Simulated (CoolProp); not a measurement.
Vapour-liquid equilibrium of n-pentane (1) + toluene (2) at 368.1 K; x and y are mole fractions of (1).

Model: multi-fluid Helmholtz-energy mixture model, Thol 2019 and Lemmon 2006; pair parameters Bell 2016, in CoolProp.

```json
[
 {"x": "0.05", "bubble pressure, mixture model (bar)": "0.9596", "bubble pressure, Raoult's law (bar)": "0.8680", "y, mixture model": "0.361", "y, Raoult's law": "0.304"},
 {"x": "0.15", "bubble pressure, mixture model (bar)": "1.544", "bubble pressure, Raoult's law (bar)": "1.333", "y, mixture model": "0.632", "y, Raoult's law": "0.595"},
 {"x": "0.25", "bubble pressure, mixture model (bar)": "2.059", "bubble pressure, Raoult's law (bar)": "1.798", "y, mixture model": "0.747", "y, Raoult's law": "0.735"},
 {"x": "0.35", "bubble pressure, mixture model (bar)": "2.524", "bubble pressure, Raoult's law (bar)": "2.263", "y, mixture model": "0.812", "y, Raoult's law": "0.817"},
 {"x": "0.45", "bubble pressure, mixture model (bar)": "2.955", "bubble pressure, Raoult's law (bar)": "2.728", "y, mixture model": "0.857", "y, Raoult's law": "0.872"},
 {"x": "0.55", "bubble pressure, mixture model (bar)": "3.366", "bubble pressure, Raoult's law (bar)": "3.193", "y, mixture model": "0.890", "y, Raoult's law": "0.910"},
 {"x": "0.65", "bubble pressure, mixture model (bar)": "3.769", "bubble pressure, Raoult's law (bar)": "3.658", "y, mixture model": "0.918", "y, Raoult's law": "0.939"},
 {"x": "0.75", "bubble pressure, mixture model (bar)": "4.176", "bubble pressure, Raoult's law (bar)": "4.123", "y, mixture model": "0.943", "y, Raoult's law": "0.961"},
 {"x": "0.85", "bubble pressure, mixture model (bar)": "4.598", "bubble pressure, Raoult's law (bar)": "4.588", "y, mixture model": "0.966", "y, Raoult's law": "0.979"},
 {"x": "0.95", "bubble pressure, mixture model (bar)": "5.047", "bubble pressure, Raoult's law (bar)": "5.053", "y, mixture model": "0.989", "y, Raoult's law": "0.994"}
]
```

The largest gap from Raoult's law is +15.8 % in bubble pressure, at x = 0.15. No azeotrope shows between x = 0.05 and 0.95.

The pair parameters rest on a limited set of measurements; away from them the model extrapolates.
